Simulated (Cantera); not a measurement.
# Ignition delay

Mixture: CH₄ : CO : O₂ : N₂ = 1 : 0.083 : 2.1 : 10.7 (molar parts), equivalence ratio 0.97, at 3.80 bar, adiabatic and at constant volume. Ignition delay is the time to a rise of 400 K.

Detailed kinetics in Cantera: GRI-Mech 3.0 (53 species, 325 reactions).

```json
[
 {"T0 (K)": "1200", "delay (ms)": "17.9"},
 {"T0 (K)": "1300", "delay (ms)": "4.94"},
 {"T0 (K)": "1400", "delay (ms)": "1.52"},
 {"T0 (K)": "1500", "delay (ms)": "0.519"},
 {"T0 (K)": "1600", "delay (ms)": "0.197"},
 {"T0 (K)": "1700", "delay (ms)": "0.0841"},
 {"T0 (K)": "1800", "delay (ms)": "0.0404"},
 {"T0 (K)": "1900", "delay (ms)": "0.0215"},
 {"T0 (K)": "2000", "delay (ms)": "0.0125"}
]
```

```
Property                                                 Value
--------------------------------------------------  ----------
apparent activation energy between 1800 and 2000 K  180 kJ/mol
```
